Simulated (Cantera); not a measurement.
**Halide evaporation, hydrolysis and transport: CaCl₂ + H₂ + H₂O**

Input: 1 mol CaCl₂, 17 mol H₂, 9.4 mol H₂O, at 900 K.

Method: chemical equilibrium by Gibbs-energy minimisation in Cantera with the NASA 1993 tables (ideal gas, pure condensed phases). Candidate condensed phases: Ca, CaCl₂, CaO, Ca(OH)₂, H₂O; 21 gas species. Condensed phases not in the tables: oxide chlorides. The numbers say what is thermodynamically allowed, not how fast it happens.

```tsv
P (Pa)	log p H₂	log p H₂O	log p HCl	log p CaCl₂	log p H	n CaO(s)	n CaCl₂(s)
0.100	-6.21	-6.51	-7.14	-10.66	-13.04	0.999	0
1	-5.21	-5.51	-6.14	-9.66	-12.54	0.999	0
10	-4.20	-4.47	-5.52	-9.48	-12.03	0.402	0.598
100	-3.19	-3.46	-5.01	-9.48	-11.53	0.128	0.872
1000	-2.19	-2.45	-4.51	-9.48	-11.03	0.0407	0.959
10000	-1.19	-1.45	-4.01	-9.48	-10.53	0.0129	0.987
100000	-0.19	-0.45	-3.51	-9.48	-10.03	0.00408	0.996
```
log p: log10 of the partial pressure in bar; n: condensed amount in mol.

From 0.100 Pa to 1.00 Pa the condensed part is CaO(s). From 10.0 Pa to 100000 Pa the condensed part is CaCl₂(s) + CaO(s).
